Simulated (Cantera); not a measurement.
Input: 1 mol Zr, 0.43 mol H₂O, 46 mol H₂, at 1577 °C and 0.540 Pa.

Equilibrium computed with Cantera from the NASA thermochemical tables; the gas is ideal and each condensed phase is pure. Candidate condensed phases: H₂O, Zr, ZrO₂; 12 gas species. Mutual solubility and eutectic melting of coexisting phases are not modelled. Condensed phases not in the tables: N, O or C dissolved in the metal. Rates play no part.

Base state: H₂ 0.793, H 0.206, ZrO 0.000480, Zr 2.41e-5 (mole fractions); condensed: Zr(β) + ZrO₂(tetragonal).

Task: What changes in the equilibrium state with this change: pressure from 0.540 Pa to 1.00 bar?

Result: 
```json
[
 {"species": "H₂", "before": "0.793", "after": "0.999"},
 {"species": "H", "before": "0.206", "after": "0.000539"},
 {"species": "ZrO", "before": "0.000480", "after": "2.59e-9"},
 {"species": "Zr", "before": "2.41e-5", "after": "<1e-9"},
 {"species": "Zr(β), mol", "before": "0.771", "after": "0.785"},
 {"species": "ZrO₂(tetragonal), mol", "before": "0.203", "after": "0.215"}
]
```

Task: What changes in the equilibrium state with this change: temperature from 1577 °C to 1650 °C?

Result: 
```json
[
 {"species": "H₂", "before": "0.793", "after": "0.666"},
 {"species": "H", "before": "0.206", "after": "0.331"},
 {"species": "ZrO", "before": "0.000480", "after": "0.00219"},
 {"species": "Zr", "before": "2.41e-5", "after": "0.000107"},
 {"species": "Zr(β), mol", "before": "0.771", "after": "0.718"},
 {"species": "ZrO₂(tetragonal), mol", "before": "0.203", "after": "0.154"}
]
```

Task: What changes in the equilibrium state with this change: Zr replaced by Nb?

Result: 
```tsv
species	before	after
H₂	0.793	0.789
H	0.206	0.206
NbO₂	0	0.00326
NbO	0	0.00130
ZrO	0.000480	0
Zr	2.41e-5	0
H₂O	2.07e-7	0.000441
Zr(β), mol	0.771	0
ZrO₂(tetragonal), mol	0.203	0
Nb(s), mol	0	0.763
```
Further candidate phases: Nb, NbO, NbO₂, Nb₂O₅.
